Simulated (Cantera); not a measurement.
Gas-phase reforming

An isothermal, constant-pressure homogeneous reactor starts with CH4 : CO2 = 1 : 0.46 (molar parts), at 1650 K and 1.00 bar.

Computed with Cantera and GRI-Mech 3.0 (53 species, 325 reactions). GRI-Mech 3.0 stops at C3 and has no aromatics, soot or wall deposition, so with more carbon than oxygen in the feed, carbon stays in small species such as C2H2 where larger ones or solid carbon would form.

| t (s) | x CH4 | x CO2 | x C2H | x O | x CH2O |
|---|---|---|---|---|---|
| 0.000300 | 0.678 | 0.315 | 4.87e-11 | <1e-12 | 7.32e-6 |
| 0.00101 | 0.652 | 0.311 | 1.16e-9 | 2.18e-12 | 1.71e-5 |
| 0.00341 | 0.555 | 0.292 | 1.27e-8 | 5.42e-12 | 1.30e-5 |
| 0.0115 | 0.385 | 0.239 | 3.87e-8 | 8.38e-12 | 6.23e-6 |
| 0.0387 | 0.194 | 0.138 | 6.95e-8 | 1.45e-11 | 2.46e-6 |
| 0.131 | 0.0674 | 0.0335 | 9.86e-8 | 2.18e-11 | 7.46e-7 |
| 0.440 | 0.0362 | 0.0174 | 8.93e-8 | 1.85e-11 | 2.83e-7 |
| 1.48 | 0.0295 | 0.00883 | 6.28e-8 | 9.76e-12 | 1.31e-7 |
| 5.00 | 0.0248 | 0.00175 | 4.59e-8 | 2.09e-12 | 8.43e-8 |
x: mole fraction; the columns are a selection and need not sum to one.

Equilibrium at this temperature and pressure: CH4 0.0237, CO2 3.74e-7, C2H 4.22e-8, O <1e-12, CH2O 7.84e-8 (gas phase only).
